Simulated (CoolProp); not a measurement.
Vapour-liquid equilibrium of methanol (1) + isohexane (2) at 105.15 °C; x and y are mole fractions of (1).

Computed with CoolProp (multi-fluid Helmholtz-energy mixture model, de Reuck 1993 and Lemmon 2006; pair parameters Bell 2016).

Q: Give the bubble pressure and the first vapour's composition at x = 0.05, 0.2, 0.5. Is there an azeotrope?

A: x = 0.05: 428.9 kPa, y = 0.194; x = 0.2: 556.3 kPa, y = 0.421; x = 0.5: 610.9 kPa, y = 0.537. y crosses x between x = 0.5 and 0.65: the model has an azeotrope there.

The pair parameters rest on a limited set of measurements; away from them the model extrapolates. With so large a gap from Raoult's law the liquid may split in two, which this calculation doesn't test in full.
